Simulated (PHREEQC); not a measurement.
A column of 0.1 m (30 cells, dispersivity 0.005 m, 60 s a shift, diffusion coefficient 3e-10 m²/s) holds 0.08 eq of the database's cation exchanger X per kg of pore water, first in equilibrium with 0.00086 mol/kgw MgCl2, 0.00075 mol/kgw SrCl2 and 1e-05 mol/kgw HCl. It is flushed with 66 mmol/kgw LiCl, 23 mmol/kgw NH4Cl and 0.01 mmol/kgw HCl, at 25 °C. Values are for the last cell. CO2 from the air is kept out. Precipitation was switched off in this run.

Equilibrium calculation in PHREEQC: ion-association model, phreeqc.dat.

Problem. Predict Li in solution (mol/kgw), NH4 in solution (mol/kgw) at pore volumes = 0, 1.483, 2.417, 2.683, 2.817.

Solution. 
```tsv
pore volumes	Li in solution (mol/kgw)	NH4 in solution (mol/kgw)
0	0	0
1.483	0.0494	0.00415
2.417	0.0618	0.0125
2.683	0.0625	0.0141
2.817	0.0628	0.0148
```
